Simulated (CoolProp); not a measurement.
R123 at several states: density (kg/m³) from the reference equation and from simpler models built on Tc = 183.7 °C, pc = 3.662 MPa, ω = 0.282; each cubic takes its own stable root.

The numbers come from the reference Helmholtz-energy equation of state, Younglove 1994 in CoolProp. It is a modified Benedict-Webb-Rubin equation, recast in Helmholtz form.

```
T (°C)  p (MPa)   phase  reference
------  -------  ------  ---------
-99.25     2.29  liquid       1755
14.55       6.9  liquid       1507
89.95      5.69  liquid       1311
138.65     8.54  liquid       1182
```

Problem. How far does each simpler model (Redlich-Kwong, Peng-Robinson) lie from the reference over these 4 states: mean and median of the absolute difference, and the worst?

Solution. 
- Redlich-Kwong: mean 12.3 %, median 12.6 %, worst -12.7 % at 89.95 °C and 5.69 MPa
- Peng-Robinson: mean 1.9 %, median 1.8 %, worst +3.1 % at 14.55 °C and 6.9 MPa
